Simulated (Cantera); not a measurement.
A closed system holds: 1 mol Fe2O3, 3.5 mol C, 0.62 mol CO, 1.4 mol CH4, equilibrated at 1173.15 K and 13.3 mbar.

These are equilibrium values from Cantera (NASA tables, ideal gas, pure condensed phases), not measurements of a reactor. Candidate condensed phases: C, C6H6, C7H8, C8H18, Fe, Fe(CO)5, FeO, Fe(OH)2, Fe(OH)3, Fe2O3, Fe3O4, H2O; 114 gas species. Condensed phases not in the tables: cementite and carbon dissolved in iron. Equilibrium is a limit: real reactors are often held back by kinetics, nucleation or transport.

Base state: CO 0.564, H2 0.436, CO2 0.000118, H2O 0.000116, CH4 4.93e-5 (mole fractions); condensed: C(graphite) + Fe(α).

Question: What changes in the equilibrium state with this change: temperature from 1173.15 K to 1748.15 K?

Answer: 
| species | before | after |
|---|---|---|
| CO | 0.564 | 0.563 |
| H2 | 0.436 | 0.435 |
| H | 6.76e-7 | 0.00131 |
| Fe | 1.48e-9 | 0.00102 |
| C2H2 (acetylene) | 2.68e-8 | 4.91e-5 |
| CO2 | 0.000118 | 4.35e-7 |
| C(graphite), mol | 1.90 | 1.90 |
| Fe(α), mol | 2.00 | 0 |
| Fe(δ), mol | 0 | 1.99 |
Iron dissolves carbon and melts from about 1420 K in contact with it, which pure phases cannot show.

Question: What changes in the equilibrium state with this change: temperature from 1173.15 K to 2575 K?

Answer: 
```csv
species,before,after
CO,0.564,0.399
H2,0.436,0.233
Fe,1.48e-9,0.220
H,6.76e-7,0.145
C2H,<1e-9,0.000178
C2H2 (acetylene),2.68e-8,0.00342
"C(graphite), mol",1.90,1.83
"Fe(α), mol",2.00,0
```
